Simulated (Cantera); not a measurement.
**Oxide etching and cleaning by halides: SiO2 + NF3 + N2**

Charge: 1 mol SiO2, 19 mol NF3, 94 mol N2, equilibrated at 1575 °C and 10000 Pa.

Method: chemical equilibrium by Gibbs-energy minimisation in Cantera with the NASA 1993 tables (ideal gas, pure condensed phases). Candidate condensed phases: Si, SiO2, Si2N2O, Si3N4; 28 gas species. Rates play no part.

The x(N2) is 0.653. The x(F) is 0.334. The x(SiF4) is 0.00631 and the x(O2) is 0.00591. The x(NO) is 0.000744 and the x(F2) is 0.000120. The x(O) is 4.61e-5. The x(FO) is 3.54e-6 and the gas amount is 158.5 mol. The log10 activity of Si(l) (absent) is -31.36.
